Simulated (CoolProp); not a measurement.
Computed with CoolProp (reference Helmholtz-energy equation of state, McLinden 2015).

Question: For the fluoroketone C6F12O (FK-5-1-12), give the phase and the density (kg/m³), Joule-Thomson coefficient (K/MPa), isothermal compressibility (1/MPa), expansivity (1/kK) at 305.8 K and 16.8 bar; 451.2 K and 1.87 bar.

Answer: 
- 305.8 K and 16.8 bar: liquid; density 1590, Joule-Thomson coefficient -0.242, isothermal compressibility 0.00320, expansivity 1.88
- 451.2 K and 1.87 bar: gas; density 16.3, Joule-Thomson coefficient 7.81, isothermal compressibility 5.53, expansivity 2.50
